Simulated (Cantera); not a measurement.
A Cantera script and its output.

```python
import numpy as np
import cantera as ct

gas = ct.Solution("h2o2.yaml")
gas.TPX = 500, 100000, {'H2': 1, 'O2': 0.5, 'N2': 5.5}
inlet = ct.Reservoir(gas, clone=True)
gas.equilibrate("HP")  # start burning
reactor = ct.IdealGasConstPressureReactor(gas, energy="on", clone=False)
exhaust = ct.Reservoir(gas, clone=True)
tau = [0.067, 0.023, 0.008, 0.0028, 0.00096, 0.00033, 0.00011, 4e-05, 1.4e-05, 4.8e-06][0]
for a, b in ((inlet, reactor), (reactor, exhaust)):
    ct.MassFlowController(a, b, mdot=lambda t: reactor.mass / tau)
net = ct.ReactorNet([reactor])
show = ['H2', 'O2', 'OH', 'O', 'H2O2', 'H2O', 'H']

rows = []
print(f"{'tau/s':>10s}{'T/K':>9s}" + "".join(f"{s:>11s}" for s in show))
for tau in [0.067, 0.023, 0.008, 0.0028, 0.00096, 0.00033, 0.00011, 4e-05, 1.4e-05, 4.8e-06]:
    net.initial_time = 0.0
    net.advance(30 * tau)
    before = gas.X
    net.advance(40 * tau)
    drift = np.max(np.abs(gas.X - before) / (gas.X + 1e-9))
    rows.append([gas.T, *gas[show].X, drift])
    print(f"{tau:10.3e}{gas.T:9.1f}" + "".join(f"{x:11.3e}" for x in gas[show].X))
```

Output:

```
     tau/s      T/K         H2         O2         OH          O       H2O2        H2O          H
 6.700e-02   1561.9  4.105e-03  1.958e-03  7.725e-04  1.007e-04  1.691e-07  1.486e-01  6.010e-04
 2.300e-02   1543.4  5.706e-03  2.791e-03  1.043e-03  2.003e-04  2.819e-07  1.464e-01  1.202e-03
 8.000e-03   1515.5  7.788e-03  3.946e-03  1.352e-03  3.842e-04  4.641e-07  1.433e-01  2.338e-03
 2.800e-03   1473.9  1.043e-02  5.545e-03  1.652e-03  6.997e-04  7.566e-07  1.390e-01  4.385e-03
 9.600e-04   1411.1  1.392e-02  7.865e-03  1.844e-03  1.189e-03  1.202e-06  1.329e-01  7.863e-03
 3.300e-04   1319.5  1.959e-02  1.163e-02  1.768e-03  1.744e-03  1.675e-06  1.239e-01  1.262e-02
 1.100e-04   1125.8  4.824e-02  2.611e-02  9.476e-04  1.298e-03  1.750e-06  9.413e-02  1.161e-02
 4.000e-05    500.0  1.429e-01  7.143e-02 -2.941e-23 -1.710e-21 -8.549e-19 -1.798e-15 -1.850e-23
 1.400e-05    500.0  1.429e-01  7.143e-02  1.480e-27  2.846e-26  3.635e-23  7.647e-20  1.410e-23
 4.800e-06    500.0  1.429e-01  7.143e-02  6.387e-28  3.019e-27  2.296e-24  4.830e-21  1.138e-23
```

Computed with Cantera and the H2/O2 subset of GRI-Mech 3.0, which has no nitrogen chemistry.
